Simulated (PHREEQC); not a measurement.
Solution (20 °C): 15 mmol/kgw CdSO4 and 54 mmol/kgw H2SO4. Closed to the air; pH follows from the charge balance.

Equilibrium calculation in PHREEQC: ion-association model, phreeqc.dat.

Question: The ionic strength comes out as 0.111 mol/kgw. What activity coefficients do Cd+2, SO4-2, Cd(SO4)2-2, HSO4-, H+ get?

Answer: Cd+2 0.36, SO4-2 0.36, Cd(SO4)2-2 0.36, HSO4- 0.78, H+ 0.82.

No solid was allowed to form.
